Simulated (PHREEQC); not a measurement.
A made-up water analysis in mg/L, 25 °C, pH 6.99, pe -0.4:

| constituent | mg/L |
|---|---|
| Na | 772 |
| K | 35.7 |
| Ca | 39.9 |
| Mg | 85 |
| Cl | 968 |
| S(6) as SO4 | 254 |
| Alkalinity as HCO3 | 741 |
| Fe(2) | 4.17 |
| Br | 97 |
| Li | 0.0684 |
| Zn | 0.554 |

Na is adjusted to close the charge balance.
Valence states are taken as typed.

Computed with PHREEQC (ion-association model, phreeqc.dat).

Task: The ionic strength comes out as 0.0506 mol/kgw. What activity coefficients do Ca+2, Fe+2, CaHCO3+, MgHCO3+, NaCO3- get?

Result: Ca+2 0.47, Fe+2 0.48, CaHCO3+ 0.83, MgHCO3+ 0.81, NaCO3- 0.82.

Precipitation was switched off in this run. Examples of supersaturated solids here: Siderite. Others may be too. Species that the database lacks are ignored. The database's zinc carbonate complexes are estimates, stronger than later reviews accept.
